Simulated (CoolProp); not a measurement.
Hydrogen sulfide along the isobar 3.08 MPa: density (kg/m³) from the reference equation and from simpler models built on Tc = 373.1 K, pc = 8.999 MPa, ω = 0.101; each cubic takes its own stable root.

The numbers come from the reference Helmholtz-energy equation of state, Lemmon 2006 in CoolProp. It is a short technical equation, of lower accuracy than the large ones.

| T (K) | phase | reference |
|---|---|---|
| 368.9 | gas | 39.40 |
| 400.1 | gas | 34.96 |
| 431.4 | gas | 31.61 |
| 462.6 | gas | 28.96 |
| 493.9 | gas | 26.77 |
| 525.2 | gas | 24.93 |
| 556.4 | gas | 23.35 |
| 587.7 | gas | 21.98 |
| 618.9 | gas | 20.77 |

Problem. How far does each simpler model (ideal gas, Redlich-Kwong, Soave-Redlich-Kwong, Peng-Robinson) lie from the reference over these 9 states: mean and median of the absolute difference, and the worst?

Solution. 
- ideal gas: mean 5.7 %, median 4.5 %, worst -13.1 % at 368.9 K and 3.08 MPa
- Redlich-Kwong: mean 0.5 %, median 0.5 %, worst +0.6 % at 493.9 K and 3.08 MPa
- Soave-Redlich-Kwong: mean 0.1 %, median 0.1 %, worst +0.2 % at 400.1 K and 3.08 MPa
- Peng-Robinson: mean 1.1 %, median 1.0 %, worst +1.6 % at 368.9 K and 3.08 MPa
